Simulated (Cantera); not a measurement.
Charge: 1 mol SiH₄, 0.0055 mol C₂H₂, 200 mol H₂, held at 1.00 bar.

Method: chemical equilibrium by Gibbs-energy minimisation in Cantera with the NASA 1993 tables (ideal gas, pure condensed phases). Candidate condensed phases: C, C₆H₆, C₇H₈, C₈H₁₈, Si, SiC; 87 gas species. Mutual solubility and eutectic melting of coexisting phases are not modelled. Gases not in the tables: Si₂H₆ and higher silanes. Rates play no part.

log p: log10 of the partial pressure in bar; n: condensed amount in mol.

```
T (K)  log p H₂  log p H  log p Si  log p SiH₂  log p SiH  log p CH₄  n Si(s)  n SiC(s)  n Si(l)
-----  --------  -------  --------  ----------  ---------  ---------  -------  --------  -------
1125       0.00    -7.35      <-12       -8.63     -11.76      -4.53    0.995   0.00497        0
1225       0.00      [?]       [?]         [?]        [?]        [?]    0.994       [?]        0
1325       0.00    -5.79    -10.03       -6.93      -9.16      -4.65    0.993   0.00644        0
1425       0.00    -5.17     -8.79       -6.27      -8.15      -4.70    0.993   0.00692        0
1525       0.00    -4.63     -7.72       -5.69      -7.26      -4.74    0.992   0.00730        0
1625       0.00    -4.15     -6.79       -5.18      -6.49      -4.77    0.991   0.00760        0
1725       0.00    -3.73     -5.99       -4.76      -5.84      -4.77        0   0.00758    0.988
1825       0.00    -3.36     -5.34       -4.45      -5.32      -4.72        0   0.00703    0.984
1925       0.00    -3.02     -4.76       -4.17      -4.85      -4.67        0   0.00620    0.973
2025       0.00      [?]       [?]         [?]        [?]      -4.62        0       [?]    0.950
2125       0.00    -2.44     -3.76       -3.69      -4.05      -4.61        0         0    0.901
2225       0.00    -2.19     -3.33       -3.48      -3.71      -4.83        0         0    0.787
2325      -0.01    -1.96     -2.94       -3.29      -3.39      -5.09        0         0    0.554
```

### Question
Some entries are withheld; supply them.

### Answer

- 2025, log p H: -2.72
- 2025, log p Si: -4.23
- 2025, log p SiH₂: -3.91
- 2025, log p SiH: -4.43
- 2025, n SiC(s): 0.00432
- 1225, log p H: -6.51
- 1225, log p Si: -11.46
- 1225, log p SiH₂: -7.71
- 1225, log p SiH: -10.35
- 1225, log p CH₄: -4.59
- 1225, n SiC(s): 0.00581
